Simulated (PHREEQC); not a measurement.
A made-up water analysis in mg/kgw, 25 °C, pH 5.71, pe 9.6:

```csv
constituent,mg/kgw
Na,0.0107
K,0.00362
Ca,0.00868
Mg,0.00692
Cl,0.0117
S(6) as SO4,0.01
Alkalinity as HCO3,0.0595
Zn,3.45e-05
Ni,1.22e-05
Sr,0.000907
F,8.45e-05
N(5) as NO3,0.00256
Si as SiO2,0.000127
```

Cl is adjusted to close the charge balance.
Valence states are taken as typed.

Computed with PHREEQC (ion-association model, wateq4f.dat).

The ionic strength is 4.15e-6 mol/kgw.

```
species  molality  activity   log γ
-------  --------  --------  ------
CO2       1.28e-5   1.28e-5   0.000
HCO3-     2.92e-6   2.92e-6  -0.001
H+        1.95e-6   1.95e-6  -0.001
Na+       4.65e-7   4.64e-7  -0.001
Cl-       3.53e-7   3.53e-7  -0.001
Mg+2      2.85e-7   2.82e-7  -0.004
Ca+2      2.17e-7   2.14e-7  -0.004
SO4-2     1.04e-7   1.03e-7  -0.004
K+        9.26e-8   9.24e-8  -0.001
```

Precipitation was switched off in this run. SiF6-2 is the database's only silicon fluoride.
